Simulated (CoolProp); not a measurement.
A simple Rankine cycle with R113: condensing at 292.15 K, boiler at 2.97 MPa, turbine inlet 480.1 K, turbine efficiency 0.8, pump efficiency 0.8, no recuperator. Each further row changes one setting.

The numbers come from the reference Helmholtz-energy equation of state, Marx 1992 in CoolProp.

```csv
case,thermal efficiency (%),net work (kJ/kg),heat in (kJ/kg),turbine exit temperature (K),volume ratio over the turbine
as stated,20.7,51.6,249,356.7,123
condensing temperature 284.15 K,21.7,55.6,256,350.8,171
boiler pressure 2.08 MPa,20.0,53.7,269,381.8,63.9
turbine efficiency 0.7,18.0,44.8,249,366.1,126
```
